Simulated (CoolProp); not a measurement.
Model: reference Helmholtz-energy equation of state, Span 1996, in CoolProp.

Task: For carbon dioxide, give the phase and the Z, cp (kJ/(kg K)), cv (kJ/(kg K)), expansivity (1/kK) at 307.2 K and 18.4 MPa.

Result: 
- 307.2 K and 18.4 MPa: supercritical; Z 0.370, cp 2.27, cv 0.920, expansivity 6.28
